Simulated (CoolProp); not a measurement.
Vapour-liquid equilibrium of hydrogen sulfide (1) + benzene (2) at 301.5 K; x and y are mole fractions of (1).

The numbers come from the multi-fluid Helmholtz-energy mixture model, Lemmon 2006 and Thol 2012; pair parameters Bell 2016 in CoolProp.

```csv
x,"bubble pressure, mixture model (MPa)","bubble pressure, Raoult's law (MPa)","y, mixture model","y, Raoult's law"
0.05,0.1128,0.1234,0.871,0.886
0.125,0.2559,0.2864,0.945,0.955
0.2,0.3972,0.4494,0.966,0.974
0.275,0.5394,0.6124,0.976,0.982
0.35,0.6844,0.7754,0.982,0.988
0.425,0.8337,0.9383,0.986,0.991
0.5,0.9883,1.101,0.989,0.993
0.575,1.149,1.264,0.992,0.995
0.65,1.316,1.427,0.994,0.996
0.725,1.490,1.590,0.995,0.997
0.8,1.670,1.753,0.997,0.998
0.875,1.857,1.916,0.998,0.999
0.95,2.051,2.079,0.999,1.000
```

The largest gap from Raoult's law is -11.9 % in bubble pressure, at x = 0.275. No azeotrope shows between x = 0.05 and 0.95.

The pair parameters rest on a limited set of measurements; away from them the model extrapolates.
